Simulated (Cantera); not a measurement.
An isothermal, constant-pressure homogeneous reactor starts with 51.8 % CH₄, 48.2 % H₂O, at 1450 K and 5.00 bar.

Detailed kinetics in Cantera: GRI-Mech 3.0 (53 species, 325 reactions).

Question: Predict: x(CH₄) at 200 s; x(H₂O) at 200 s; x(CH₃) at 200 s; x(H) at 200 s; x(H₂) at 200 s.

Answer: 
```json
{
 "x(CH₄) at 200 s": "0.131 (gas-phase equilibrium 0.0195)",
 "x(H₂O) at 200 s": "0.103 (gas-phase equilibrium 0.000998)",
 "x(CH₃) at 200 s": "1.48e-5 (gas-phase equilibrium 1.95e-6)",
 "x(H) at 200 s": "3.23e-6 (gas-phase equilibrium 3.65e-6)",
 "x(H₂) at 200 s": "0.577 (gas-phase equilibrium 0.735)"
}
```
